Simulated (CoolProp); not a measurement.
n-perfluorohexane at several states: Z from the reference equation and from simpler models built on Tc = 174.9 °C, pc = 1.742 MPa, ω = 0.497; each cubic takes its own stable root.

Computed with CoolProp (reference Helmholtz-energy equation of state, Gao 2022).

```json
[
 {"T (°C)": "-27.75", "p (MPa)": "0.143", "phase": "liquid", "reference": "0.01299", "Redlich-Kwong": "0.01588", "Soave-Redlich-Kwong": "0.01507"},
 {"T (°C)": "-64.05", "p (MPa)": "0.0657", "phase": "liquid", "reference": "0.006636", "Redlich-Kwong": "0.008139", "Soave-Redlich-Kwong": "0.007816"},
 {"T (°C)": "169.65", "p (MPa)": "0.0644", "phase": "gas", "reference": "0.9864", "Redlich-Kwong": "0.9869", "Soave-Redlich-Kwong": "0.9867"}
]
```
